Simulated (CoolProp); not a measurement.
Model: reference Helmholtz-energy equation of state, McLinden 2020, in CoolProp.

Problem. For R1336mzz(Z), give the phase and the cv (kJ/(kg K)) at 189.75 °C and 101 kPa; 212.05 °C and 101 kPa.

Solution. 
- 189.75 °C and 101 kPa: gas; cv 1.03
- 212.05 °C and 101 kPa: gas; cv 1.06
